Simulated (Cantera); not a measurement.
A Cantera script and its output.

```python
import numpy as np
import cantera as ct

gas = ct.Solution("gri30.yaml")
gas.TPX = 525, 13332, {'CH4': 1, 'H2': 0.32, 'O2': 1.8, 'N2': 6.77}
flame = ct.FreeFlame(gas, width=0.16)
flame.set_refine_criteria(ratio=3, slope=0.08, curve=0.16)
flame.transport_model = "mixture-averaged"
flame.solve(loglevel=0, auto=True)
z, T = flame.grid, flame.T
thick = (T[-1] - T[0]) / np.gradient(T, z).max()
show = ['CH4', 'H2', 'O2', 'CH2', 'NO2', 'C2H4']
print(f"laminar burning velocity  {flame.velocity[0] * 100:.3f} cm/s")
print(f"burnt temperature         {T[-1]:.1f} K")
print(f"thermal thickness         {thick * 1e3:.4f} mm")
print(f"grid points               {len(z)}")
z0 = z[flame.heat_release_rate.argmax()]
print(f"{'z/mm':>9s}{'T/K':>9s}{'u/(m/s)':>9s}" + "".join(f"{s:>11s}" for s in show))
rows = []
for k in (-3, -2, -1.5, -1, -0.5, -0.25, 0, 0.25, 0.5, 1, 2, 4, 8):
    zz = z0 + k * thick
    rows.append([k * thick, np.interp(zz, z, T), np.interp(zz, z, flame.velocity),
                 *(np.interp(zz, z, flame.X[gas.species_index(s)]) for s in show)])
    print(f"{rows[-1][0] * 1e3:9.3f}{rows[-1][1]:9.1f}{rows[-1][2]:9.3f}" + "".join(f"{x:11.3e}" for x in rows[-1][3:]))
```

Result:

```
laminar burning velocity  166.152 cm/s
burnt temperature         2265.9 K
thermal thickness         1.9149 mm
grid points               161
     z/mm      T/K  u/(m/s)        CH4         H2         O2        CH2        NO2       C2H4
   -5.745    525.0    1.662  1.011e-01  3.269e-02  1.819e-01  2.628e-16  1.288e-12  4.491e-10
   -3.830    525.7    1.666  1.009e-01  3.374e-02  1.817e-01  1.656e-12  4.242e-11  1.894e-08
   -2.872    529.7    1.682  1.005e-01  3.543e-02  1.812e-01  1.947e-10  3.174e-10  2.341e-07
   -1.915    579.4    1.849  9.757e-02  3.978e-02  1.782e-01  1.962e-08  1.614e-09  7.987e-06
   -0.957    944.5    3.064  7.386e-02  4.870e-02  1.517e-01  1.022e-06  1.469e-09  1.914e-04
   -0.479   1350.2    4.444  4.179e-02  5.310e-02  1.110e-01  2.217e-05  2.838e-09  5.531e-04
    0.000   1729.2    5.763  1.192e-02  5.183e-02  6.217e-02  8.568e-05  1.806e-09  4.483e-04
    0.479   1906.2    6.381  1.494e-03  4.384e-02  3.041e-02  4.364e-05  4.214e-10  5.709e-05
    0.957   1948.9    6.520  1.053e-04  3.760e-02  1.687e-02  5.101e-06  2.489e-10  1.947e-06
    1.915   1967.4    6.558  4.317e-07  3.534e-02  1.012e-02  2.631e-08  2.812e-10  1.351e-09
    3.830   1982.5    6.587  6.513e-11  3.623e-02  8.483e-03  4.803e-12  3.039e-10  2.793e-14
    7.659   2001.2    6.638  7.297e-15  3.629e-02  7.876e-03  9.023e-16  3.440e-10  9.693e-19
   15.319   2030.8    6.721  1.799e-16  3.572e-02  7.154e-03  1.997e-16  4.345e-10  2.818e-24
```

Cantera simulation using GRI-Mech 3.0 (53 species, 325 reactions); the numbers are that mechanism's predictions, not measurements. Burning velocities carry a grid error of a few per cent, more on coarse grids.
